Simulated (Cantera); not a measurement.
A closed system holds: 1 mol Pb, a varied amount of H₂, held at 1623 K and 0.100 bar.

Cantera equilibrium calculation (NASA polynomials, part measured and part estimated; ideal gas, pure solids and liquids). Candidate condensed phases: Pb; 4 gas species. Rates play no part.

Problem. At 6.8 mol H₂, list the 4 most abundant gas species with their mole fractions, and the condensed phases.

Solution. H₂ 0.872, Pb 0.128, H 0.000204, Pb₂ 1.93e-5. Condensed: gas only.
